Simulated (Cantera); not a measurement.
c-C4F8 + Si (fluorocarbon and chlorocarbon gases)

Feed: 1 mol c-C4F8, 0.49 mol Si, at 75.0 Torr.

Method: chemical equilibrium by Gibbs-energy minimisation in Cantera with the NASA 1993 tables (ideal gas, pure condensed phases). Candidate condensed phases: C, Si, SiC; 23 gas species. The feed counts by its element totals alone. Gases not in the tables: C2F6 and larger saturated fluorocarbons. Equilibrium is a limit: real reactors are often held back by kinetics, nucleation or transport.

```csv
T (K),x CF4,x SiF4,x CF2,x CF3,x F,x SiF3,n C(graphite)
1325,0.755,0.245,6.05e-6,4.08e-6,3.62e-7,1.67e-9,2.49
1375,0.755,0.245,1.53e-5,8.64e-6,1.03e-6,4.38e-9,2.49
1425,0.755,0.245,3.61e-5,1.73e-5,2.72e-6,1.08e-8,2.49
1475,0.755,0.245,8.03e-5,3.32e-5,6.72e-6,2.49e-8,2.49
1525,0.755,0.245,0.000169,6.08e-5,1.57e-5,5.44e-8,2.49
1575,0.755,0.245,0.000341,0.000107,3.46e-5,1.13e-7,2.49
1625,0.754,0.245,0.000655,0.000183,7.29e-5,2.25e-7,2.49
1675,0.754,0.245,0.00121,0.000301,0.000147,4.28e-7,2.49
1725,0.752,0.245,0.00216,0.000481,0.000284,7.85e-7,2.49
1775,0.751,0.244,0.00372,0.000748,0.000528,1.39e-6,2.49
1825,0.748,0.244,0.00620,0.00113,0.000950,2.39e-6,2.48
```
x: gas mole fraction; n: condensed amount in mol.

From 1325 K to 1825 K the condensed part is C(graphite). The main Si-bearing gas is SiF4 throughout.
